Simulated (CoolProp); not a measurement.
The numbers come from the reference Helmholtz-energy equation of state, Penoncello 2003 in CoolProp.

**Question.** For CHF3 (R23), give the phase and the cp (kJ/(kg K)), cv (kJ/(kg K)) at 136.45 °C and 0.0253 MPa; 156.35 °C and 0.0131 MPa; 46.35 °C and 0.0295 MPa.

**Answer.** 
- 136.45 °C and 0.0253 MPa: gas; cp 0.884, cv 0.765
- 156.35 °C and 0.0131 MPa: gas; cp 0.909, cv 0.790
- 46.35 °C and 0.0295 MPa: gas; cp 0.762, cv 0.642
